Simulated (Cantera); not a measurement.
Input (Python, Cantera):

```python
import numpy as np
import cantera as ct

gas = ct.Solution("gri30.yaml")
gas.TPX = 450, 20000, {'CH4': 1, 'C2H6': 0.076, 'C3H8': 0.042, 'O2': 4.95, 'N2': 18.6}
inlet = ct.Reservoir(gas, clone=True)
gas.equilibrate("HP")  # start burning
reactor = ct.IdealGasConstPressureReactor(gas, energy="on", clone=False)
exhaust = ct.Reservoir(gas, clone=True)
tau = [0.1, 0.052, 0.026, 0.013, 0.0064, 0.0032, 0.0016, 0.00078, 0.00039, 0.00019, 9.7e-05][0]
for a, b in ((inlet, reactor), (reactor, exhaust)):
    ct.MassFlowController(a, b, mdot=lambda t: reactor.mass / tau)
net = ct.ReactorNet([reactor])
show = ['CH4', 'C2H6', 'C3H8', 'CO', 'C2H2']

rows = []
print(f"{'tau/s':>10s}{'T/K':>9s}" + "".join(f"{s:>11s}" for s in show))
for tau in [0.1, 0.052, 0.026, 0.013, 0.0064, 0.0032, 0.0016, 0.00078, 0.00039, 0.00019, 9.7e-05]:
    net.initial_time = 0.0
    net.advance(30 * tau)
    before = gas.X
    net.advance(40 * tau)
    drift = np.max(np.abs(gas.X - before) / (gas.X + 1e-9))
    rows.append([gas.T, *gas[show].X, drift])
    print(f"{tau:10.3e}{gas.T:9.1f}" + "".join(f"{x:11.3e}" for x in gas[show].X))
```

It prints:

```
     tau/s      T/K        CH4       C2H6       C3H8         CO       C2H2
 1.000e-01   1581.8  2.077e-05  4.067e-07  2.269e-07  9.978e-04  1.508e-07
 5.200e-02   1571.2  3.158e-05  6.113e-07  3.363e-07  1.504e-03  1.581e-07
 2.600e-02   1555.3  5.008e-05  9.549e-07  5.150e-07  2.307e-03  1.666e-07
 1.300e-02   1532.9  8.196e-05  1.535e-06  8.095e-07  3.521e-03  1.818e-07
 6.400e-03   1501.5  1.433e-04  2.630e-06  1.355e-06  5.452e-03  2.158e-07
 3.200e-03   1459.8  2.720e-04  4.888e-06  2.469e-06  8.538e-03  2.947e-07
 1.600e-03   1401.2  6.246e-04  1.104e-05  5.502e-06  1.398e-02  5.315e-07
 7.800e-04    450.0  4.054e-02  3.081e-03  1.703e-03  6.021e-16  1.410e-19
 3.900e-04    450.0  4.054e-02  3.081e-03  1.703e-03  2.502e-19  5.859e-23
 1.900e-04    450.0  4.054e-02  3.081e-03  1.703e-03  1.580e-20  3.701e-24
 9.700e-05    450.0  4.054e-02  3.081e-03  1.703e-03  9.982e-22  2.338e-25
```

Cantera simulation using GRI-Mech 3.0 (53 species, 325 reactions); the numbers are that mechanism's predictions, not measurements.
